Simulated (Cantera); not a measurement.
A closed system holds: 1 mol SiH₄, 0.3 mol C₂H₄, 610 mol H₂, held at 1725 K and 0.0133 bar.

These are equilibrium values from Cantera (NASA tables, ideal gas, pure condensed phases), not measurements of a reactor. Candidate condensed phases: C, C₆H₆, C₇H₈, C₈H₁₈, Si, SiC; 87 gas species. Mutual solubility and eutectic melting of coexisting phases are not modelled. Gases not in the tables: Si₂H₆ and higher silanes. Kinetics and transport are ignored.

Base state: H₂ 0.998, H 0.00161, Si 7.61e-5, SiH₂ 1.72e-5, SiH 1.26e-5 (mole fractions); condensed: Si(l) + SiC(s).

Problem. What changes in the equilibrium state with this change: temperature from 1725 K to 2623 K?

Solution. 
```
species            before     after
----------------  -------  --------
H₂                  0.998     0.694
H                 0.00161     0.304
Si                7.61e-5   0.00134
C₂H                 <1e-9   1.51e-5
SiC₂                <1e-9   1.48e-5
C₂H₂ (acetylene)  2.61e-8  0.000374
C                   <1e-9   1.09e-5
SiH₂              1.72e-5   1.69e-6
Si(l), mol          0.334         0
SiC(s), mol         0.600         0
```

Problem. What changes in the equilibrium state with this change: temperature from 1725 K to 2498.15 K?

Solution. 
| species | before | after |
|---|---|---|
| H₂ | 0.998 | 0.804 |
| H | 0.00161 | 0.194 |
| Si | 7.61e-5 | 0.00141 |
| SiC₂ | <1e-9 | 1.74e-5 |
| C₂H₂ (acetylene) | 2.61e-8 | 0.000413 |
| SiH₂ | 1.72e-5 | 3.28e-6 |
| Si(l), mol | 0.334 | 0 |
| SiC(s), mol | 0.600 | 0 |
